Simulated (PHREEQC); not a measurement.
PHREEQC input (ion-association model, phreeqc.dat):

```
SOLUTION 1
  temp 25
  units mol/kgw
  pH 7 charge
  Cl 0.392
  Mg 0.16
  K 0.072
END
SELECTED_OUTPUT 1
  -reset false
  -pH true
  -pe true
  -ionic_strength true
  -water true
  -totals Cl K Mg Mtg
  -molalities H+ Mg+2 K+ Cl- OH- MgOH+
  -saturation_indices Sylvite
USER_PUNCH 1
  -headings p_Mtg(g) phi_Mtg(g) p_H2O(g) phi_H2O(g) density
  10 PUNCH PR_P("Mtg(g)"), PR_PHI("Mtg(g)"), PR_P("H2O(g)"), PR_PHI("H2O(g)"), RHO
PRINT
  -reset false
USE solution 1
REACTION_TEMPERATURE 1
  60
GAS_PHASE 1
  -fixed_pressure
  -pressure 2
  -temperature 60
  -volume 20
  Mtg(g) 2
  H2O(g) 0
END
# ... the last block is repeated for the other 12 points of P (atm)
```

Selected output (columns that matter, 13 of 13 rows; P (atm) added in front):

```
P (atm)	pH	mu	Cl	K	Mg	Mtg	m_H+	m_Mg+2	si_Sylvite	p_Mtg(g)	phi_Mtg(g)	p_H2O(g)	phi_H2O(g)	density
2	5.7691	0.55358	0.39312	0.072206	0.16046	0.001617	2.2712e-06	0.16046	-3.0162	1.8047	0.9971	0.19529	0.99168	0.99887
5	5.7692	0.55351	0.39307	0.072197	0.16044	0.0042681	2.2708e-06	0.16043	-3.0166	4.8028	0.99242	0.19716	0.98421	0.99896
10	5.7692	0.55351	0.39307	0.072197	0.16044	0.0085917	2.2706e-06	0.16044	-3.0172	9.7997	0.98488	0.20028	0.97202	0.9991
20	5.7692	0.55357	0.39311	0.072205	0.16045	0.016896	2.2703e-06	0.16045	-3.0181	19.793	0.97029	0.20668	0.94816	0.9994
30	5.7691	0.55363	0.39316	0.072213	0.16047	0.024766	2.27e-06	0.16047	-3.0191	29.787	0.9563	0.21326	0.92493	0.99971
40	5.7691	0.55371	0.39321	0.072223	0.1605	0.032228	2.2698e-06	0.16049	-3.02	39.78	0.94289	0.22003	0.90234	1
50	5.7691	0.55378	0.39327	0.072233	0.16052	0.039309	2.2697e-06	0.16051	-3.021	49.773	0.93007	0.227	0.88041	1.0003
75	5.7689	0.55397	0.3934	0.072258	0.16057	0.055501	2.2697e-06	0.16057	-3.0233	74.755	0.90052	0.2452	0.82853	1.0011
100	5.7687	0.55417	0.39355	0.072284	0.16063	0.069817	2.27e-06	0.16063	-3.0255	99.736	0.87449	0.2644	0.78104	1.002
150	5.7681	0.55456	0.39382	0.072334	0.16074	0.094029	2.2717e-06	0.16074	-3.0298	149.7	0.8324	0.305	0.69961	1.0037
200	5.7672	0.5549	0.39406	0.072378	0.16084	0.11393	2.2746e-06	0.16084	-3.0341	199.65	0.80219	0.34688	0.63555	1.0054
300	5.7649	0.55537	0.3944	0.07244	0.16098	0.14575	2.2833e-06	0.16098	-3.0425	299.57	0.76955	0.42861	0.54894	1.009
400	5.7619	0.55563	0.39458	0.072474	0.16105	0.17125	2.2958e-06	0.16105	-3.0505	399.5	0.76286	0.50337	0.49863	1.0126
```

Away from 25 °C the constants follow the database's enthalpies or fits; those with neither stay at their 25 °C values.
